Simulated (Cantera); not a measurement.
A Cantera script and what it prints.

```python
import numpy as np
import cantera as ct

gas_names = [...]  # 148 gases of nasa_gas.yaml made of Al, C, H, N, O
cond_names = """
    AL(cr) AL(L) ALN(s) AL2O3(a) AL2O3(L) C(gr) C6H6(L) C7H8(L) C8H18(L),n-octa H2O(s) H2O(L)
""".split()


# ... load() reads the species with a 1 bar reference pressure and builds the phases ...
atoms = {
    'Al(CH3)3': {'AL': 1, 'C': 3, 'H': 9},
    'N2O': {'N': 2, 'O': 1},
    'N2': {'N': 2},
}
top_T = {'ALN(s)': 2750, 'C(gr)': 4500}  # K; cautious upper limits of use, not melting points


# ... equilibrate(T, P, feed) seeds the gas with the atoms and calls Mixture.equilibrate('TP', solver="vcs", rtol=1e-11, max_steps=5000) ...
results = []
feed = {'Al(CH3)3': 1, 'N2O': 0.58, 'N2': 110}  # mol
P = 1000  # Pa
for T in [1200, 1250, 1300, 1350, 1400, 1450, 1500, 1550, 1600]:
    mix = equilibrate(T, P, feed)
    results.append((T, P, feed, dict(zip(mix.species_names, mix.species_moles))))

top = {s: max(r[3][s] / sum(r[3][g] for g in gas_names) for r in results) for s in gas_names}
cols = sorted((s for s in top if top[s] > 0.001), key=lambda s: -top[s])[:6]
seen = [c for c in cond_names if any(r[3].get(c, 0) > 1e-12 for r in results)]
print("log10 of partial pressures in bar; condensed amounts in mol")
print(f"{'T/K':>10s}" + "".join(f"{s[:9]:>10s}" for s in cols + seen))
for T, P, feed, n in results:
    ng = sum(n[g] for g in gas_names)
    print(f"{T:10.4g}" + "".join(f"{np.log10(max(n[s] / ng * P / 1e5, 1e-99)):10.3f}" for s in cols)
          + "".join(f"{n.get(c, 0):10.4g}" for c in seen))
```

Output:

```
log10 of partial pressures in bar; condensed amounts in mol
       T/K        N2        H2        CO    ALN(s)  AL2O3(a)     C(gr)
      1200    -2.019    -3.408    -4.517    0.8466   0.07672     2.648
      1250    -2.020    -3.408    -4.298         1         0     2.417
      1300    -2.020    -3.408    -4.298         1         0     2.415
      1350    -2.020    -3.408    -4.298         1         0     2.413
      1400    -2.020    -3.409    -4.298         1         0     2.409
      1450    -2.020    -3.409    -4.298         1         0     2.403
      1500    -2.020    -3.409    -4.298         1         0     2.396
      1550    -2.020    -3.410    -4.298         1         0     2.386
      1600    -2.020    -3.411    -4.298    0.9998         0     2.373
```

Method: chemical equilibrium by Gibbs-energy minimisation in Cantera with the NASA 1993 tables (ideal gas, pure condensed phases). The feed counts by its element totals alone. Mutual solubility and eutectic melting of coexisting phases are not modelled.
